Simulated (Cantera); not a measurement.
Input (Python, Cantera):

```python
import numpy as np
import cantera as ct

gas = ct.Solution("gri30.yaml")
gas.TPX = 1175, 101325, {'CO': 0.0011, 'O2': 0.0032, 'H2O': 0.00031, 'N2': 1}
reactor = ct.IdealGasConstPressureReactor(gas, energy="off", clone=False)
net = ct.ReactorNet([reactor])
net.rtol, net.atol = 1e-08, 1e-18
show = ['CO', 'O2', 'H2O', 'NO', 'NO2', 'OH', 'HO2']
times = np.geomspace(0.0002, 100, 10)

steps = ct.SolutionArray(gas, extra=["t"])
rows = []
print(f"{'t/s':>10s}{'T/K':>9s}{'P/Pa':>11s}" + "".join(f"{s:>11s}" for s in show))
for t in times:
    while net.time < t:
        t_next = net.step()
        steps.append(gas.state, t=t_next)
    rows.append([np.interp(t, steps.t, y) for y in (steps.T, steps.P, *steps(*show).X.T)])
    print(f"{t:10.3e}{rows[-1][0]:9.1f}{rows[-1][1]:11.4g}" + "".join(f"{x:11.3e}" for x in rows[-1][2:]))
rate = np.gradient(steps.T, steps.t)
print("integrator steps:", len(steps.t))
if steps.T.max() > steps.T[0] + 200:
    print(f"time of steepest temperature rise: {steps.t[rate.argmax()]:.4e} s")
gas.TPX = 1175, 101325, {'CO': 0.0011, 'O2': 0.0032, 'H2O': 0.00031, 'N2': 1}
gas.equilibrate("TP")
print(f"equilibrium (TP): T = {gas.T:.1f} K  " + "  ".join(f"{s} {gas[s].X[0]:.3e}" for s in show))
```

Result:

```
       t/s      T/K       P/Pa         CO         O2        H2O         NO        NO2         OH        HO2
 2.000e-04   1175.0  1.013e+05  1.095e-03  3.185e-03  3.086e-04  3.804e-20  2.362e-28  2.106e-13  4.602e-14
 8.595e-04   1175.0  1.013e+05  1.095e-03  3.185e-03  3.086e-04  8.035e-19  3.060e-26  2.678e-12  5.229e-13
 3.694e-03   1175.0  1.013e+05  1.095e-03  3.185e-03  3.086e-04  1.629e-17  1.226e-23  3.444e-11  2.509e-11
 1.587e-02   1175.0  1.013e+05  1.095e-03  3.185e-03  3.086e-04  8.320e-16  9.569e-20  1.107e-09  1.983e-09
 6.822e-02   1175.0  1.013e+05  8.821e-04  3.066e-03  3.010e-04  3.447e-09  1.614e-11  4.512e-06  4.877e-07
 2.932e-01   1175.0  1.013e+05  1.209e-04  2.697e-03  3.068e-04  5.857e-08  8.158e-10  2.045e-06  2.132e-07
 1.260e+00   1175.0  1.013e+05  6.680e-06  2.642e-03  3.084e-04  8.761e-08  3.268e-09  6.507e-07  3.012e-08
 5.415e+00   1175.0  1.013e+05  1.445e-07  2.639e-03  3.086e-04  9.589e-08  2.031e-09  2.132e-07  1.661e-09
 2.327e+01   1175.0  1.013e+05  1.470e-09  2.639e-03  3.087e-04  9.829e-08  6.701e-10  8.702e-08  1.520e-10
 1.000e+02   1175.0  1.013e+05  2.180e-10  2.639e-03  3.087e-04  9.876e-08  2.188e-10  4.020e-08  2.215e-11
integrator steps: 1451
equilibrium (TP): T = 1175.0 K  CO 2.044e-10  O2 2.629e-03  H2O 3.087e-04  NO 2.035e-05  NO2 4.366e-08  OH 3.932e-08  HO2 2.106e-11
```

Model: GRI-Mech 3.0 (53 species, 325 reactions), integrated in Cantera.
